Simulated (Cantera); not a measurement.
An isothermal, constant-pressure homogeneous reactor starts with 8.33 % CH₄, 91.7 % N₂, at 1900 K and 0.000109 atm.

Model: GRI-Mech 3.0 (53 species, 325 reactions), integrated in Cantera. GRI-Mech 3.0 stops at C3 and has no aromatics, soot or wall deposition, so with more carbon than oxygen in the feed, carbon stays in small species such as C2H2 where larger ones or solid carbon would form. Radical loss at walls, strong at low pressure, is not modelled.

x: mole fraction; the columns are a selection and need not sum to one.

```
t (s)          x CH₄       x CH₃       x CH₂       x C₂H      x C₂H₄       x HCN        x H₂
--------  ----------  ----------  ----------  ----------  ----------  ----------  ----------
5.00e-6       0.0833     8.52e-9      <1e-12      <1e-12      <1e-12      <1e-12    9.49e-12
1.66e-5       0.0833     2.84e-8      <1e-12      <1e-12      <1e-12      <1e-12    1.05e-10
5.52e-5       0.0833     9.51e-8      <1e-12      <1e-12      <1e-12      <1e-12     1.15e-9
0.000183      0.0833     3.25e-7      <1e-12      <1e-12      <1e-12      <1e-12     1.24e-8
0.000610      0.0833     1.17e-6      <1e-12      <1e-12      <1e-12      <1e-12     1.29e-7
0.00203       0.0833     4.62e-6    1.65e-11      <1e-12    2.06e-12      <1e-12     1.17e-6
0.00673       0.0833     1.93e-5    4.25e-10      <1e-12    1.72e-10      <1e-12     7.81e-6
0.0224        0.0833     7.22e-5     5.61e-9      <1e-12     1.52e-8      <1e-12     3.42e-5
0.0743        0.0831    0.000248     5.27e-8      <1e-12     7.96e-7    8.78e-12    0.000124
0.247         0.0824    0.000826     4.71e-7    1.48e-10     3.09e-5    2.14e-10    0.000482
0.820         0.0781  (withheld)  (withheld)  (withheld)  (withheld)  (withheld)  (withheld)
2.73          0.0441     0.00344     1.05e-5     9.18e-7     0.00289     1.19e-6      0.0483
9.06          0.0104     0.00114     6.21e-6     2.46e-6    0.000196     1.07e-5      0.0994
30.1      (withheld)  (withheld)  (withheld)  (withheld)  (withheld)  (withheld)       0.113
100          8.48e-5     3.00e-5     6.37e-7     8.86e-6     1.64e-7     9.79e-5       0.114
```

Question: What belongs in the gaps?

Answer: 
- 0.820, x CH₃: 0.00255
- 0.820, x CH₂: 3.64e-6
- 0.820, x C₂H: 2.93e-8
- 0.820, x C₂H₄: 0.000876
- 0.820, x HCN: 1.18e-8
- 0.820, x H₂: 0.00400
- 30.1, x CH₄: 0.00133
- 30.1, x CH₃: 0.000245
- 30.1, x CH₂: 2.61e-6
- 30.1, x C₂H: 4.58e-6
- 30.1, x C₂H₄: 6.80e-6
- 30.1, x HCN: 3.75e-5
